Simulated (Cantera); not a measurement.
An isothermal plug-flow reactor at 673 K and 0.260 bar (inlet), inlet velocity 3.2 m/s, active area per volume 120 1/m; feed 0.689 % H2, 1.57 % O2, 95.4 % N2, 2.30 % H2O, equivalence ratio 0.22.

Detailed kinetics in Cantera: Deutschmann's 1995 Pt surface mechanism with GRI-Mech 3.0 gas chemistry. Catalytic surfaces can have several steady states; this one follows from the mechanism file's or the stated starting coverage. Mass transfer to the wall is taken as infinitely fast.

One state of this run: x H2 = 0.00591; x O2 = 0.0152; x H2O = 0.0239; θ free Pt = 0.681; θ O* = 0.309; θ OH* = 0.00940. x: gas mole fraction; θ: surface coverage.

Question: Which value of z (m) does it belong to?
(A) 0.00018
(B) 0.0018
(C) 0.0033
(D) 0.00058

Answer: A, 0.00018
